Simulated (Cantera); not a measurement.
Input: 1 mol Pb, 1.6 mol N2, at 827 °C and 13.3 mbar.

These are equilibrium values from Cantera (NASA tables, ideal gas, pure condensed phases), not measurements of a reactor. Candidate condensed phases: Pb; 4 gas species. The numbers say what is thermodynamically allowed, not how fast it happens.

Base state: N2 0.991, Pb 0.00909 (mole fractions); condensed: Pb(l).

Q: What changes in the equilibrium state with this change: temperature from 827 °C to 1127 °C?

A: 
| species | before | after |
|---|---|---|
| N2 | 0.991 | 0.615 |
| Pb | 0.00909 | 0.385 |
| Pb2 | 1.11e-7 | 4.78e-5 |
| Pb(l), mol | 0.985 | 0 |

Q: What changes in the equilibrium state with this change: 0.2 mol HCl added?

A: 
```csv
species,before,after
N2,0.991,0.865
H2,0,0.0365
PbCl,0,0.0352
HCl,0,0.0351
PbCl2,0,0.0189
PbCl4,0,2.17e-5
Pb,0.00909,0.00909
"Pb(l), mol",0.985,0.883
```
The tables' values for PbCl4 are old estimates; treat these amounts as uncertain. Further candidate phases: NH4Cl, PbCl2.
